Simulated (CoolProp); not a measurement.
Vapour-liquid equilibrium of CH2F2 (R32) (1) + R123 (2) at 0.165 bar; x and y are mole fractions of (1).

The numbers come from the multi-fluid Helmholtz-energy mixture model, Tillner-Roth 1997 and Younglove 1994; pair parameters Bell 2016 in CoolProp.

Question: Give the bubble temperature and the first vapour's composition at x = 0.05, 0.65, 0.95. Is there an azeotrope?

Answer: x = 0.05: -42.7 °C, y = 0.826; x = 0.65: -78.1 °C, y = 0.995; x = 0.95: -81.1 °C, y = 0.999. No azeotrope shows between x = 0.05 and 0.95.

Pair parameters are fitted to limited data, so mixtures are less certain than the pure fluids. With so large a gap from Raoult's law the liquid may split in two, which this calculation doesn't test in full.
